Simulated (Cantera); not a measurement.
B2O3 + O2 + H2 + N2 (boron, boron nitride and boron oxide)

A closed system holds: 1 mol B2O3, 0.17 mol O2, 49 mol H2, 7.2 mol N2, equilibrated at 1.33 mbar.

Method: chemical equilibrium by Gibbs-energy minimisation in Cantera with the NASA 1993 tables (ideal gas, pure condensed phases). Candidate condensed phases: B, BN, B2O3, B3O3H3, H2O; 39 gas species. Kinetics and transport are ignored.

```json
[
 {"T (K)": "1075", "x H2": "0.866", "x N2": "0.128", "x HBO2": "0.000237", "x HBO": "4.68e-7", "x B2O3": "7.02e-8", "x H2O": "0.00593", "x H": "3.74e-7", "n B2O3(l)": "0.993"},
 {"T (K)": "1125", "x H2": "0.866", "x N2": "0.128", "x HBO2": "0.000551", "x HBO": "2.00e-6", "x B2O3": "5.00e-7", "x H2O": "0.00577", "x H": "1.13e-6", "n B2O3(l)": "0.984"},
 {"T (K)": "1175", "x H2": "0.865", "x N2": "0.128", "x HBO2": "0.00117", "x HBO": "7.63e-6", "x B2O3": "2.99e-6", "x H2O": "0.00546", "x H": "3.12e-6", "n B2O3(l)": "0.967"},
 {"T (K)": "1225", "x H2": "0.865", "x N2": "0.128", "x HBO2": "0.00226", "x HBO": "2.67e-5", "x B2O3": "1.54e-5", "x H2O": "0.00492", "x H": "7.94e-6", "n B2O3(l)": "0.935"},
 {"T (K)": "1275", "x H2": "0.864", "x N2": "0.128", "x HBO2": "0.00397", "x HBO": "8.81e-5", "x B2O3": "6.90e-5", "x H2O": "0.00410", "x H": "1.88e-5", "n B2O3(l)": "0.882"},
 {"T (K)": "1325", "x H2": "0.862", "x N2": "0.128", "x HBO2": "0.00625", "x HBO": "0.000282", "x B2O3": "0.000275", "x H2O": "0.00305", "x H": "4.16e-5", "n B2O3(l)": "0.800"},
 {"T (K)": "1375", "x H2": "0.860", "x N2": "0.127", "x HBO2": "0.00887", "x HBO": "0.000880", "x B2O3": "0.000986", "x H2O": "0.00203", "x H": "8.70e-5", "n B2O3(l)": "0.668"},
 {"T (K)": "1425", "x H2": "0.854", "x N2": "0.127", "x HBO2": "0.0120", "x HBO": "0.00257", "x B2O3": "0.00322", "x H2O": "0.00134", "x H": "0.000173", "n B2O3(l)": "0.398"},
 {"T (K)": "1475", "x H2": "0.845", "x N2": "0.126", "x HBO2": "0.0153", "x HBO": "0.00519", "x B2O3": "0.00694", "x H2O": "0.00116", "x H": "0.000326", "n B2O3(l)": "0"},
 {"T (K)": "1525", "x H2": "0.844", "x N2": "0.126", "x HBO2": "0.0154", "x HBO": "0.00577", "x B2O3": "0.00655", "x H2O": "0.00144", "x H": "0.000595", "n B2O3(l)": "0"},
 {"T (K)": "1575", "x H2": "0.843", "x N2": "0.126", "x HBO2": "0.0155", "x HBO": "0.00635", "x B2O3": "0.00616", "x H2O": "0.00175", "x H": "0.00104", "n B2O3(l)": "0"},
 {"T (K)": "1625", "x H2": "0.842", "x N2": "0.126", "x HBO2": "0.0155", "x HBO": "0.00691", "x B2O3": "0.00578", "x H2O": "0.00211", "x H": "0.00177", "n B2O3(l)": "0"},
 {"T (K)": "1675", "x H2": "0.840", "x N2": "0.126", "x HBO2": "0.0155", "x HBO": "0.00745", "x B2O3": "0.00541", "x H2O": "0.00251", "x H": "0.00291", "n B2O3(l)": "0"},
 {"T (K)": "1725", "x H2": "0.837", "x N2": "0.126", "x HBO2": "0.0154", "x HBO": "0.00794", "x B2O3": "0.00502", "x H2O": "0.00297", "x H": "0.00465", "n B2O3(l)": "0"}
]
```
x: gas mole fraction; n: condensed amount in mol.

From 1075 K to 1425 K the condensed part is B2O3(l). From 1475 K to 1725 K nothing is condensed. The main B-bearing gas is HBO2 throughout.
